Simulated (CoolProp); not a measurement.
Vapour-liquid equilibrium of fluoroethane (R161) (1) + R1234yf (2) at 0.0155 MPa; x and y are mole fractions of (1).

Model: multi-fluid Helmholtz-energy mixture model, Wu 2012 and Lemmon 2022; pair parameters Bell 2016, in CoolProp.

```json
[
 {"x": "0.05", "bubble temperature, mixture model (°C)": "-65.6", "bubble temperature, Raoult's law (°C)": "-65.4", "y, mixture model": "0.086", "y, Raoult's law": "0.075"},
 {"x": "0.125", "bubble temperature, mixture model (°C)": "-66.4", "bubble temperature, Raoult's law (°C)": "-66.0", "y, mixture model": "0.202", "y, Raoult's law": "0.180"},
 {"x": "0.2", "bubble temperature, mixture model (°C)": "-67.2", "bubble temperature, Raoult's law (°C)": "-66.5", "y, mixture model": "0.303", "y, Raoult's law": "0.278"},
 {"x": "0.275", "bubble temperature, mixture model (°C)": "-67.9", "bubble temperature, Raoult's law (°C)": "-67.1", "y, mixture model": "0.393", "y, Raoult's law": "0.369"},
 {"x": "0.35", "bubble temperature, mixture model (°C)": "-68.5", "bubble temperature, Raoult's law (°C)": "-67.6", "y, mixture model": "0.473", "y, Raoult's law": "0.454"},
 {"x": "0.425", "bubble temperature, mixture model (°C)": "-69.1", "bubble temperature, Raoult's law (°C)": "-68.2", "y, mixture model": "0.545", "y, Raoult's law": "0.533"},
 {"x": "0.5", "bubble temperature, mixture model (°C)": "-69.5", "bubble temperature, Raoult's law (°C)": "-68.7", "y, mixture model": "0.611", "y, Raoult's law": "0.607"},
 {"x": "0.575", "bubble temperature, mixture model (°C)": "-70.0", "bubble temperature, Raoult's law (°C)": "-69.1", "y, mixture model": "0.673", "y, Raoult's law": "0.677"},
 {"x": "0.65", "bubble temperature, mixture model (°C)": "-70.4", "bubble temperature, Raoult's law (°C)": "-69.6", "y, mixture model": "0.732", "y, Raoult's law": "0.742"},
 {"x": "0.725", "bubble temperature, mixture model (°C)": "-70.7", "bubble temperature, Raoult's law (°C)": "-70.1", "y, mixture model": "0.788", "y, Raoult's law": "0.804"},
 {"x": "0.8", "bubble temperature, mixture model (°C)": "-71.0", "bubble temperature, Raoult's law (°C)": "-70.5", "y, mixture model": "0.844", "y, Raoult's law": "0.861"},
 {"x": "0.875", "bubble temperature, mixture model (°C)": "-71.3", "bubble temperature, Raoult's law (°C)": "-71.0", "y, mixture model": "0.901", "y, Raoult's law": "0.916"},
 {"x": "0.95", "bubble temperature, mixture model (°C)": "-71.5", "bubble temperature, Raoult's law (°C)": "-71.4", "y, mixture model": "0.959", "y, Raoult's law": "0.967"}
]
```

The largest gap from Raoult's law is -0.9 K in bubble temperature, at x = 0.425. No azeotrope shows between x = 0.05 and 0.95.

The pair parameters rest on a limited set of measurements; away from them the model extrapolates.
